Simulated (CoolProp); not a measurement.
Saturation properties of ethane (Tc = 32.2 °C, pc = 48.72 bar, ω = 0.099).

Computed with CoolProp (reference Helmholtz-energy equation of state, Bücker 2006).

| T (°C) | p (bar) | vapour density (kg/m³) | surface tension (mN/m) |
|---|---|---|---|
| -69.55 | 2.549 | 4.843 | 13.2 |
| -66.25 | 2.936 | 5.529 | 12.7 |
| -62.95 | 3.365 | 6.287 | 12.2 |
| -59.55 | 3.855 | 7.149 | 11.7 |
| -56.25 | 4.380 | 8.071 | 11.2 |
| -52.95 | 4.957 | 9.081 | 10.7 |
| -49.65 | 5.588 | 10.19 | 10.2 |
| -46.35 | 6.276 | 11.40 | 9.67 |
| -42.95 | 7.049 | 12.76 | 9.16 |

It boils at -88.6 °C under 1 atm.

Surface tension comes from a separate correlation (Mulero 2012).
